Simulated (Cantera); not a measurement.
Input: 1 mol MgCO₃, 4.8 mol H₂O, at 1950 °C and 0.00260 bar.

Method: chemical equilibrium by Gibbs-energy minimisation in Cantera with the NASA 1993 tables (ideal gas, pure condensed phases). Candidate condensed phases: C, C₆H₆, C₇H₈, C₈H₁₈, H₂O, Mg, MgCO₃, MgO, Mg(OH)₂; 116 gas species. Kinetics and transport are ignored.

Question: What is the equilibrium state?

Answer: 
| Property | Value |
|---|---|
| x(H₂O) | 0.621 |
| x(CO₂) | 0.0959 |
| x(H₂) | 0.0672 |
| x(O₂) | 0.0570 |
| x(CO) | 0.0556 |
| x(OH) | 0.0435 |
| x(H) | 0.0326 |
| x(O) | 0.0146 |
| x(Mg) | 0.0110 |
| n(MgO(s)) | 0.920 mol |
| gas amount | 6.602 mol |
| log10 activity of Mg(l) (absent) | -6.36 |
| log10 activity of C(graphite) (absent) | -9.08 |
